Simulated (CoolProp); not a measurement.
The fluid at 392.91 K and 16.9 MPa flows at 2.6 m/s in a round tube of 2 mm bore and 45 µm roughness, fully developed (64/Re and Nu = 3.66 if laminar; Colebrook and Gnielinski if turbulent). The same conditions are run with several fluids, on thermodynamics alone (safety and materials aside).

Computed with CoolProp (reference Helmholtz-energy equation of state of each fluid (ammonia: Gao 2020; benzene: Thol 2012; R141b: Lemmon 2006; R245fa: Akasaka 2015; n-decane: Lemmon 2006)).

```
fluid     Reynolds number  Darcy friction factor  pressure drop (Pa/m)  heat-transfer coefficient (W/(m² K))  mass flow (kg/h)
--------  ---------------  ---------------------  --------------------  ------------------------------------  ----------------
ammonia             38300                 0.0518                 39000                                 37500              13.1
benzene             15700                 0.0531                 71200                                  9410              23.3
R141b               27500                 0.0522                 96600                                  9780              32.2
R245fa              29700                 0.0521                101000                                 11200              33.8
n-decane             9290                 0.0546                 62100                                  6360              19.8
```

Transport values come from each fluid's own correlations; those of R141b, R245fa are estimates that may be off by 10 % or more.
